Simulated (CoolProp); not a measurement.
A closed Brayton cycle with dry air: compressor inlet 308.15 K and 1.4 MPa, high pressure 3.53 MPa, turbine inlet 845 K, compressor efficiency 0.89, turbine efficiency 0.9, recuperator effectiveness 0.8 (on enthalpy, no pinch check). Each further row changes one setting.

Computed with CoolProp (reference Helmholtz-energy equation of state, Lemmon 2000). It is a pseudo-pure fit of the blend.

```
case                           thermal efficiency (%)  net work (kJ/kg)  compressor to turbine work  compressor exit (K)  turbine exit (K)
-----------------------------  ----------------------  ----------------  --------------------------  -------------------  ----------------
as stated                                           …              75.2                        0.58                413.2             680.3
turbine inlet 795 K                              29.4              64.3                        0.62                413.2             638.6
compressor inlet 318.15 K                           …                 …                        0.60                    …             680.3
high pressure 3 MPa                              30.6                 …                           …                392.7                 …
recuperator effectiveness 0.5                    23.3              75.2                        0.58                413.2             680.3
```

Complete the blanks.


- as stated, thermal efficiency (%): 31.5
- compressor inlet 318.15 K, thermal efficiency (%): 30.4
- compressor inlet 318.15 K, net work (kJ/kg): 71.7
- compressor inlet 318.15 K, compressor exit (K): 426.4
- high pressure 3 MPa, net work (kJ/kg): 67.2
- high pressure 3 MPa, compressor to turbine work: 0.56
- high pressure 3 MPa, turbine exit (K): 706.9
